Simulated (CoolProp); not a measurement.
A single-stage vapour-compression cycle with R1224YDZ: evaporating at 305.15 K (dew point), condensing at 327.15 K (bubble point), superheat 2 K, subcooling 0 K, compressor efficiency 0.65, no pressure losses. Each further row changes one setting.

Values from CoolProp's reference Helmholtz-energy equation of state, Akasaka 2023.

```
case                              cooling COP  pressure ratio  discharge temperature (K)  refrigerating effect (kJ/kg)  volumetric capacity (kJ/m³)
--------------------------------  -----------  --------------  -------------------------  ----------------------------  ---------------------------
as stated                                8.10            1.98                      331.7                           136                         1600
evaporating temperature 310.15 K         10.9            1.68                      331.0                           140                         1920
condensing temperature 322.15 K          10.8            1.71                      326.4                           143                         1670
subcooling 5 K                           8.46            1.98                      331.7                           142                         1670
superheat 12 K                           8.23            1.98                      341.9                           145                         1630
compressor efficiency 0.55               6.85            1.98                      335.1                           136                         1600
```
